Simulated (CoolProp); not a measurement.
Carbonyl sulfide along the isobar 29.1 MPa: Z from the reference equation and from simpler models built on Tc = 105.6 °C, pc = 6.369 MPa, ω = 0.098; each cubic takes its own stable root.

The numbers come from the reference Helmholtz-energy equation of state, Lemmon 2006 in CoolProp. It is a short technical equation, of lower accuracy than the large ones.

```csv
T (°C),phase,reference
48.85,liquid,0.6384
54.25,liquid,0.6350
59.65,liquid,0.6319
65.05,liquid,0.6291
70.45,liquid,0.6267
75.85,liquid,0.6247
81.25,liquid,0.6230
86.65,liquid,0.6217
92.05,liquid,0.6207
97.45,liquid,0.6200
102.85,liquid,0.6198
108.25,supercritical,0.6198
113.65,supercritical,0.6203
```

Q: How far does each simpler model (van der Waals, Soave-Redlich-Kwong, Peng-Robinson) lie from the reference over these 13 states: mean and median of the absolute difference, and the worst?

A: 
- van der Waals: mean 38.4 %, median 38.6 %, worst +42.2 % at 48.85 °C and 29.1 MPa
- Soave-Redlich-Kwong: mean 5.5 %, median 5.5 %, worst +6.4 % at 113.65 °C and 29.1 MPa
- Peng-Robinson: mean 5.6 %, median 5.7 %, worst -6.6 % at 48.85 °C and 29.1 MPa
